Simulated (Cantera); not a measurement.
## Catalytic combustion on Pt

An isothermal plug-flow reactor at 800 K and 500000 Pa (inlet), inlet velocity 1.6 m/s, active area per volume 1400 1/m; feed 0.753 % CO, 9.13 % O2, 90.1 % N2, equivalence ratio 0.041.

Computed with Cantera and Deutschmann's 1995 Pt surface mechanism with GRI-Mech 3.0 gas chemistry. Catalytic surfaces can have several steady states; this one follows from the mechanism file's or the stated starting coverage. Mass transfer to the wall is taken as infinitely fast.

```json
[
 {"z (m)": "5.4e-05", "x CO": "0.00535", "x O2": "0.0903", "x H2O": "<1e-12", "x CO2": "0.00219", "θ free Pt": "0.219", "θ O*": "0.372", "θ CO*": "0.410"},
 {"z (m)": "0.0001", "x CO": "0.00470", "x O2": "0.0900", "x H2O": "<1e-12", "x CO2": "0.00284", "θ free Pt": "0.0601", "θ O*": "0.928", "θ CO*": "0.0116"},
 {"z (m)": "0.0002", "x CO": "0.00437", "x O2": "0.0898", "x H2O": "<1e-12", "x CO2": "0.00317", "θ free Pt": "0.0458", "θ O*": "0.948", "θ CO*": "0.00615"},
 {"z (m)": "0.00039", "x CO": "0.00399", "x O2": "0.0896", "x H2O": "<1e-12", "x CO2": "0.00355", "θ free Pt": "0.0381", "θ O*": "0.958", "θ CO*": "0.00385"},
 {"z (m)": "0.00075", "x CO": "0.00353", "x O2": "0.0894", "x H2O": "<1e-12", "x CO2": "0.00402", "θ free Pt": "0.0327", "θ O*": "0.965", "θ CO*": "0.00249"},
 {"z (m)": "0.0014", "x CO": "0.00298", "x O2": "0.0892", "x H2O": "<1e-12", "x CO2": "0.00457", "θ free Pt": "0.0287", "θ O*": "0.970", "θ CO*": "0.00161"},
 {"z (m)": "0.0028", "x CO": "0.00225", "x O2": "0.0889", "x H2O": "<1e-12", "x CO2": "0.00529", "θ free Pt": "0.0251", "θ O*": "0.974", "θ CO*": "0.000932"},
 {"z (m)": "0.0054", "x CO": "0.00150", "x O2": "0.0885", "x H2O": "<1e-12", "x CO2": "0.00605", "θ free Pt": "0.0226", "θ O*": "0.977", "θ CO*": "0.000499"}
]
```
x: gas mole fraction; θ: surface coverage.
